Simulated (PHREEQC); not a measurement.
Solution (20 °C): 0.18 mol KH2PO4, 0.00015 mol HNO3 and 5.6e-05 mol ZnSO4 per kg of water. Closed to the air; pH follows from the charge balance.

The numbers come from PHREEQC with the ion-association model, wateq4f.dat.

No solid was allowed to form.

Task: Order these S species by the share of S that they hold, largest first: HSO4-, KSO4-, SO4-2.

Result: SO4-2 (75 %), KSO4- (25 %), HSO4- (0.12 %)

The pH is 4.37 and the ionic strength 0.181 mol/kgw. Species that the database lacks are ignored. H3PO4, which wateq4f.dat lacks, is added to it with the constant of phreeqc.dat. The database has no phosphate complexes of Zn.
